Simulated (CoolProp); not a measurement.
Propylene at 298.15 K and 0.279 MPa flows at 11 m/s in a round tube of 2 mm bore and 15 µm roughness, fully developed (64/Re and Nu = 3.66 if laminar; Colebrook and Gnielinski if turbulent). Each further row changes one setting.

Model: reference Helmholtz-energy equation of state, Lemmon 2013, in CoolProp.

| case | Reynolds number | Darcy friction factor | pressure drop (Pa/m) | heat-transfer coefficient (W/(m² K)) | mass flow (kg/h) |
|---|---|---|---|---|---|
| as stated | 12700 | ? | 5880 | 450 | ? |
| velocity 22 m/s | 25400 | 0.0371 | 22200 | 881 | 1.23 |
| diameter 4 mm | 25400 | 0.0318 | 2370 | ? | ? |

**Question.** What belongs in the gaps?

**Answer.** 
- as stated, Darcy friction factor: 0.0394
- as stated, mass flow (kg/h): 0.614
- diameter 4 mm, heat-transfer coefficient (W/(m² K)): 373
- diameter 4 mm, mass flow (kg/h): 2.46

Viscosity comes from a separate model (Huber 2003), an estimate that may be off by 10 % or more. Thermal conductivity comes from a separate model (Huber 2003), an estimate that may be off by 10 % or more.
